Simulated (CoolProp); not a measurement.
Vapour-liquid equilibrium of R134a (1) + R152A (2) at 185 K; x and y are mole fractions of (1).

Model: multi-fluid Helmholtz-energy mixture model, Tillner-Roth 1994 and Outcalt 1996; pair parameters Lemmon 2004, in CoolProp.

```
x      bubble pressure (MPa)  y at the bubble point  dew pressure at overall composition x (MPa)  liquid density (mol/L)
-----  ---------------------  ---------------------  -------------------------------------------  ----------------------
0.05                0.001766                      …                                     0.001744                   17.11
0.125               0.001710                  0.085                                     0.001679                   16.97
0.2                 0.001662                  0.152                                     0.001635                   16.82
0.275                      …                  0.229                                     0.001604                   16.67
0.35                0.001593                  0.316                                     0.001585                   16.51
0.425               0.001576                  0.409                                            …                   16.36
0.5                 0.001573                      …                                     0.001573                   16.20
0.575               0.001582                  0.600                                     0.001578                   16.05
0.65                0.001603                  0.690                                     0.001592                   15.90
0.725               0.001635                  0.774                                     0.001615                   15.75
0.8                 0.001675                  0.848                                     0.001647                   15.59
0.875               0.001721                  0.913                                     0.001693                   15.45
0.95                0.001773                      …                                     0.001755                   15.30
```

### Question
What belongs in the gaps?

### Answer

- 0.05, y at the bubble point: 0.031
- 0.275, bubble pressure (MPa): 0.001622
- 0.425, dew pressure at overall composition x (MPa): 0.001575
- 0.5, y at the bubble point: 0.505
- 0.95, y at the bubble point: 0.968

y crosses x between x = 0.425 and 0.5: the model has an azeotrope there.

The pair parameters rest on a limited set of measurements; away from them the model extrapolates.
